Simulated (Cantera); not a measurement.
A perfectly stirred reactor is fed with 86.2 % NH3, 13.8 % H2, at 180000 Pa; it is held at 2223 K, and followed from long to short residence time.

Model: the gas-phase N/H chemistry of the illustrative SiF4/NH3 mechanism in the Surface Chemkin manual (1991), integrated in Cantera. Walls and surfaces, which speed up NH3 decomposition in real reactors, are not modelled.

Predict: x(NH3) at τ = 0.570 s; x(H2) at τ = 0.570 s; x(N) at τ = 0.570 s; x(N2H2) at τ = 0.570 s; x(NH3) at τ = 72.0 ms; x(H2) at τ = 72.0 ms; x(N) at τ = 72.0 ms; x(N2H2) at τ = 72.0 ms; x(N2H4) at τ = 72.0 ms.


```json
{
  "x(NH3) at τ = 0.570 s": "0.00445",
  "x(H2) at τ = 0.570 s": "0.762",
  "x(N) at τ = 0.570 s": "2.17e-6",
  "x(N2H2) at τ = 0.570 s": "2.11e-8",
  "x(NH3) at τ = 72.0 ms": "0.0230",
  "x(H2) at τ = 72.0 ms": "0.749",
  "x(N) at τ = 72.0 ms": "3.47e-6",
  "x(N2H2) at τ = 72.0 ms": "1.93e-7",
  "x(N2H4) at τ = 72.0 ms": "9.33e-9"
}
```
